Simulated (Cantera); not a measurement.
Mixture: 14.7 % CH4, 14.7 % O2, 70.6 % N2, equivalence ratio 2.0, at 9.87 atm, adiabatic and at constant pressure. Ignition delay is the time to a rise of 400 K.

Detailed kinetics in Cantera: GRI-Mech 3.0 (53 species, 325 reactions).

Q: Predict: delay at 1200 K; delay at 1300 K; delay at 1400 K; delay at 1500 K; delay at 1600 K; apparent activation energy between 1550 and 1650 K.

A: 
```json
{
  "delay at 1200 K": "8.56 ms",
  "delay at 1300 K": "2.66 ms",
  "delay at 1400 K": "0.904 ms",
  "delay at 1500 K": "0.327 ms",
  "delay at 1600 K": "0.125 ms",
  "apparent activation energy between 1550 and 1650 K": "200 kJ/mol"
}
```
